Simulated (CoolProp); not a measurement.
Saturation properties of R141b (Tc = 477.5 K, pc = 4.212 MPa, ω = 0.220).

Values from CoolProp's reference Helmholtz-energy equation of state, Lemmon 2006. It is a short technical equation, of lower accuracy than the large ones.

```tsv
T (K)	p (MPa)	vapour density (kg/m³)	enthalpy of vaporisation (kJ/kg)
283.8	0.04469	2.266	232.8
296.6	0.07415	3.631	226.8
309.5	0.1176	5.585	220.6
322.3	0.1781	8.244	214.2
335.1	0.2603	11.79	207.5
347.9	0.3685	16.42	200.4
360.7	0.5076	22.37	192.8
373.5	0.6826	29.91	184.6
386.3	0.8987	39.40	175.7
399.1	1.161	51.33	165.9
412	1.479	66.49	154.9
424.8	1.853	85.71	142.5
437.6	2.293	110.9	128.1
450.4	2.807	145.4	110.5
463.2	3.408	198.7	86.74
```

It boils at 305.2 K under 1 atm.
